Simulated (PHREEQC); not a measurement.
Dissolve 4.2 mmol/kgw NH4HF2, 0.081 mmol/kgw H2SiF6 and 5 mmol/kgw HBF4 at 25 °C. Closed to the air; pH follows from the charge balance.

Computed with PHREEQC (ion-association model, phreeqc.dat).

The pH is 2.58, the ionic strength is 0.00715 mol/kgw and the total alkalinity is -24.7 meq/kg.

| species | molality | activity | log γ |
|---|---|---|---|
| HF | 0.00711 | 0.00713 | 0.001 |
| BF4- | 0.00460 | 0.00421 | -0.039 |
| NH4+ | 0.00420 | 0.00383 | -0.040 |
| H+ | 0.00287 | 0.00265 | -0.034 |
| F- | 0.00197 | 0.00179 | -0.039 |
| BF3OH- | 0.000238 | 0.000217 | -0.039 |
| H3BO3 | 0.000114 | 0.000115 | 0.001 |
| SiF6-2 | 8.10e-5 | 5.71e-5 | -0.151 |

No solid was allowed to form. SiF6-2 is the database's only silicon fluoride. Real BF4- forms and hydrolyses slowly; the run takes it at equilibrium.
